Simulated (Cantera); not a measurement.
A perfectly stirred reactor is fed with NO : N2 = 1 : 0.63 (molar parts), at 2000 Pa; it is held at 1750 K, and followed from long to short residence time.

Cantera simulation using GRI-Mech 3.0 (53 species, 325 reactions); the numbers are that mechanism's predictions, not measurements. Radical loss at walls, strong at low pressure, is not modelled.

**Question.** Predict: x(NO) at τ = 22.0 s; x(N2) at τ = 22.0 s; x(O) at τ = 22.0 s; x(NO2) at τ = 22.0 s; x(N2O) at τ = 22.0 s; x(NO) at τ = 38.0 ms; x(N2) at τ = 38.0 ms; x(O) at τ = 38.0 ms; x(NO2) at τ = 38.0 ms; x(N2O) at τ = 38.0 ms.

**Answer.** 
| Property | Value |
|---|---|
| x(NO) at τ = 22.0 s | 0.556 |
| x(N2) at τ = 22.0 s | 0.415 |
| x(O) at τ = 22.0 s | 0.000111 |
| x(NO2) at τ = 22.0 s | 7.74e-5 |
| x(N2O) at τ = 22.0 s | 0.000101 |
| x(NO) at τ = 38.0 ms | 0.613 |
| x(N2) at τ = 38.0 ms | 0.387 |
| x(O) at τ = 38.0 ms | 2.60e-5 |
| x(NO2) at τ = 38.0 ms | 1.15e-5 |
| x(N2O) at τ = 38.0 ms | 3.22e-5 |
